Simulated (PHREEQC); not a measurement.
0.5 mol of Gypsum (CaSO4:2H2O) is brought to equilibrium with 1 kg of water holding 0.12 mol MgCl2, at 25 °C under several pressures of CO2. Oxygen is held at 0.21 atm. The run lets Gypsum, Calcite, Brucite, Portlandite, Magnesite, Epsomite precipitate or redissolve, and no other solid.

The numbers come from PHREEQC with the ion-association model, wateq4f.dat.

Question: Predict pH, CO2 (mol/kgw) at log pCO2 (atm) = -3.5, -3, -1.5.

Answer: 
```
log pCO2 (atm)    pH  CO2 (mol/kgw)
--------------  ----  -------------
-3.5            5.62        9.79e-6
-3              5.37        3.10e-5
-1.5            4.62       0.000979
```

Complexes and solids missing from the database can't appear.
